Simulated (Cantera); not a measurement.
Input (Python, Cantera) and output of one run.

```python
import numpy as np
import cantera as ct

gas_names = [...]  # 113 gases of nasa_gas.yaml made of C, Cu, H, O
cond_names = """
    C(gr) C6H6(L) C7H8(L) C8H18(L),n-octa Cu(cr) Cu(L) CuO(s) CuO2H2(s) Cu2O(s) Cu2O(L) H2O(s) H2O(L)
""".split()


# ... load() reads the species with a 1 bar reference pressure and builds the phases ...
atoms = {
    'CuO': {'Cu': 1, 'O': 1},
    'C': {'C': 1},
    'H2': {'H': 2},
}
top_T = {'C(gr)': 4500, 'CuO(s)': 1390}  # K; cautious upper limits of use, not melting points


# ... equilibrate(T, P, feed) seeds the gas with the atoms and calls Mixture.equilibrate('TP', solver="vcs", rtol=1e-11, max_steps=5000) ...
results = []
feed = {'CuO': 1, 'C': 1.5, 'H2': 0.55}  # mol
P = 10000  # Pa
for T in [923, 1023, 1123, 1223, 1323, 1423, 1523, 1623, 1723, 1823]:
    mix = equilibrate(T, P, feed)
    results.append((T, P, feed, dict(zip(mix.species_names, mix.species_moles))))
    x = sorted(zip(gas.X, gas.species_names), reverse=True)
    print(f"T = {T:g} K  P = {P:g} Pa  gas = {mix.phase_moles(0):.4g} mol")
    print("   x: " + "  ".join(f"{s} {v:.3e}" for v, s in x if v > 0.001))
    print("   condensed (mol): " + ("  ".join(f"{mix.phase(i).name} {mix.phase_moles(i):.4g}"
          for i in range(1, mix.n_phases) if mix.phase_moles(i) > 1e-12) or "none"))
```

Result:

```
T = 923 K  P = 10000 Pa  gas = 1.387 mol
   x: CO 5.209e-01  H2 3.614e-01  CO2 8.558e-02  H2O 2.908e-02  CH4 3.039e-03
   condensed (mol): C(gr) 0.6548  Cu(cr) 1
T = 1023 K  P = 10000 Pa  gas = 1.518 mol
   x: CO 6.247e-01  H2 3.543e-01  CO2 1.396e-02  H2O 6.058e-03
   condensed (mol): C(gr) 0.529  Cu(cr) 1
T = 1123 K  P = 10000 Pa  gas = 1.543 mol
   x: CO 6.415e-01  H2 3.541e-01  CO2 2.485e-03  H2O 1.499e-03
   condensed (mol): C(gr) 0.5056  Cu(cr) 1
T = 1223 K  P = 10000 Pa  gas = 1.548 mol
   x: CO 6.443e-01  H2 3.545e-01
   condensed (mol): C(gr) 0.5013  Cu(cr) 1
T = 1323 K  P = 10000 Pa  gas = 1.549 mol
   x: CO 6.449e-01  H2 3.546e-01
   condensed (mol): C(gr) 0.5004  Cu(cr) 1
T = 1423 K  P = 10000 Pa  gas = 1.55 mol
   x: CO 6.451e-01  H2 3.547e-01
   condensed (mol): C(gr) 0.5001  Cu(L) 1
T = 1523 K  P = 10000 Pa  gas = 1.55 mol
   x: CO 6.450e-01  H2 3.547e-01
   condensed (mol): C(gr) 0.5  Cu(L) 0.9998
T = 1623 K  P = 10000 Pa  gas = 1.551 mol
   x: CO 6.448e-01  H2 3.545e-01
   condensed (mol): C(gr) 0.5  Cu(L) 0.9991
T = 1723 K  P = 10000 Pa  gas = 1.554 mol
   x: CO 6.437e-01  H2 3.538e-01  Cu 2.134e-03
   condensed (mol): C(gr) 0.4999  Cu(L) 0.9967
T = 1823 K  P = 10000 Pa  gas = 1.562 mol
   x: CO 6.403e-01  H2 3.517e-01  Cu 7.040e-03
   condensed (mol): C(gr) 0.4998  Cu(L) 0.989
```

These are equilibrium values from Cantera (NASA tables, ideal gas, pure condensed phases), not measurements of a reactor.
